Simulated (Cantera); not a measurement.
A closed system holds: 1 mol Si2Cl6, 3.8 mol HCl, 240 mol N2.

Equilibrium computed with Cantera from the NASA thermochemical tables; the gas is ideal and each condensed phase is pure. Candidate condensed phases: NH4Cl, Si, Si3N4; 28 gas species. The feed counts by its element totals alone. N2 is the only nitrogen source here; it is nearly inert below about 1500 K, so the nitride shown seldom forms there in practice. The tables' values for SiCl3 are old estimates. The numbers say what is thermodynamically allowed, not how fast it happens.

What condenses at these points (T in K, P in Pa): (1375, 2600); (1375, 200000); (1350, 7700); (1250, 2600); (1350, 880)?


```
T (K)  P in Pa  condensed phases  Si condensed (%)
-----  -------  ----------------  ----------------
1375      2600             Si3N4               1.0
1375    200000             Si3N4              17.9
1350      7700             Si3N4              13.7
1250      2600             Si3N4              18.4
1350       880          gas only               0.0
```
